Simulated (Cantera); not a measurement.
Charge: 1 mol Si2H6, 17 mol NO, 3.5 mol N2, equilibrated at 1.00 bar.

Method: chemical equilibrium by Gibbs-energy minimisation in Cantera with the NASA 1993 tables (ideal gas, pure condensed phases). Candidate condensed phases: H2O, Si, SiO2, Si2N2O, Si3N4; 35 gas species. The feed counts by its element totals alone. The tables hold silica as quartz up to 1696 K and as liquid above; real silica turns to tridymite and cristobalite and melts near 1996 K. Gases not in the tables: Si(OH)4. Equilibrium is a limit: real reactors are often held back by kinetics, nucleation or transport.

Question: Which condensed phases are stable at each of these points (T (K)): 798, 848, 898, 948, 998, 1048, 1098, 1148, 1198, 1248, 1298, 1348, 1398?

Answer: 
```tsv
T (K)	condensed phases	Si condensed (%)
798	SiO2(α-quartz)	100.0
848	SiO2(β-quartz)	100.0
898	SiO2(β-quartz)	100.0
948	SiO2(β-quartz)	100.0
998	SiO2(β-quartz)	100.0
1048	SiO2(β-quartz)	100.0
1098	SiO2(β-quartz)	100.0
1148	SiO2(β-quartz)	100.0
1198	SiO2(β-quartz)	100.0
1248	SiO2(β-quartz)	100.0
1298	SiO2(β-quartz)	100.0
1348	SiO2(β-quartz)	100.0
1398	SiO2(β-quartz)	100.0
```

At 798 K the condensed part is SiO2(α-quartz). From 848 K to 1398 K the condensed part is SiO2(β-quartz).
